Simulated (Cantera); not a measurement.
A closed system holds: 1 mol B₂H₆, 20 mol H₂O, held at 750 Torr.

These are equilibrium values from Cantera (NASA tables, ideal gas, pure condensed phases), not measurements of a reactor. Candidate condensed phases: B, B₂O₃, B₃O₃H₃, H₂O; 23 gas species. The feed counts by its element totals alone. Gases not in the tables: H₃BO₃. The numbers say what is thermodynamically allowed, not how fast it happens.

Task: At 1675 K, list the 4 most abundant gas species with their mole fractions, and the condensed phases.

Result: H₂O 0.669, H₂ 0.251, HBO₂ 0.0776, (HBO₂)₃ 0.00163. Condensed: gas only.
